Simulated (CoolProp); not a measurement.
Properties of CH2F2 (R32) along the isotherm 308.4 K.

The numbers come from the reference Helmholtz-energy equation of state, Tillner-Roth 1997 in CoolProp.

```json
[
 {"p (kPa)": "27.4", "phase": "gas", "density (kg/m³)": "0.5576", "Joule-Thomson coefficient (K/MPa)": "22.84", "isothermal compressibility (1/MPa)": "36.60", "conductivity (mW/(m K))": "14.3"},
 {"p (kPa)": "62.4", "phase": "gas", "density (kg/m³)": "1.275", "Joule-Thomson coefficient (K/MPa)": "22.80", "isothermal compressibility (1/MPa)": "16.13", "conductivity (mW/(m K))": "14.4"},
 {"p (kPa)": "142", "phase": "gas", "density (kg/m³)": "2.926", "Joule-Thomson coefficient (K/MPa)": "22.71", "isothermal compressibility (1/MPa)": "7.153", "conductivity (mW/(m K))": "14.5"},
 {"p (kPa)": "323", "phase": "gas", "density (kg/m³)": "6.794", "Joule-Thomson coefficient (K/MPa)": "22.52", "isothermal compressibility (1/MPa)": "3.213", "conductivity (mW/(m K))": "14.7"},
 {"p (kPa)": "736", "phase": "gas", "density (kg/m³)": "16.29", "Joule-Thomson coefficient (K/MPa)": "22.12", "isothermal compressibility (1/MPa)": "1.490", "conductivity (mW/(m K))": "15.3"},
 {"p (kPa)": "1670", "phase": "gas", "density (kg/m³)": "42.82", "Joule-Thomson coefficient (K/MPa)": "21.40", "isothermal compressibility (1/MPa)": "0.7908", "conductivity (mW/(m K))": "17.3"},
 {"p (kPa)": "3810", "phase": "liquid", "density (kg/m³)": "929.1", "Joule-Thomson coefficient (K/MPa)": "0.3026", "isothermal compressibility (1/MPa)": "0.008265", "conductivity (mW/(m K))": "128"},
 {"p (kPa)": "8670", "phase": "liquid", "density (kg/m³)": "960.9", "Joule-Thomson coefficient (K/MPa)": "0.1389", "isothermal compressibility (1/MPa)": "0.005903", "conductivity (mW/(m K))": "133"}
]
```

Thermal conductivity comes from a separate model (Huber 2003), an estimate that may be off by 10 % or more.
